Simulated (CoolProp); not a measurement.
A simple Rankine cycle with C3F8 (R218): condensing at 293.15 K, boiler at 2.18 MPa, turbine inlet 338.4 K, turbine efficiency 0.75, pump efficiency 0.7, no recuperator. Each further row changes one setting.

The numbers come from the reference Helmholtz-energy equation of state, Lemmon 2006 in CoolProp. It is a short technical equation, of lower accuracy than the large ones.

```tsv
case	thermal efficiency (%)	net work (kJ/kg)	heat in (kJ/kg)	turbine exit temperature (K)	volume ratio over the turbine
as stated	6.5	6.30	97.1	305.9	4.07
turbine inlet 358.4 K	6.6	8.08	123	332.8	3.42
condensing temperature 285.15 K	7.6	8.10	106	301.3	5.24
boiler pressure 1.53 MPa	4.8	5.37	111	322.2	2.25
turbine efficiency 0.65	5.4	5.26	97.1	307.0	4.10
```
